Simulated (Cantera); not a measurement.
Charge: 1 mol SiF4, 6.2 mol N2, held at 775 K and 5.40 Pa.

Cantera equilibrium calculation (NASA polynomials, part measured and part estimated; ideal gas, pure solids and liquids). Candidate condensed phases: Si, Si3N4; 16 gas species. The numbers say what is thermodynamically allowed, not how fast it happens.

Base state: N2 0.861, SiF4 0.139 (mole fractions); condensed: gas only.

Task: What changes in the equilibrium state with this change: SiF4 replaced by SiHCl3?

Result: 
```csv
species,before,after
N2,0.861,0.801
HCl,0,0.115
SiCl4,0,0.0732
SiF4,0.139,0
H2,0,0.0103
"Si3N4(s), mol",0,0.154
```
N2 is the only nitrogen source here; it is nearly inert below about 1500 K, so the nitride shown seldom forms there in practice. Further candidate phases: NH4Cl.
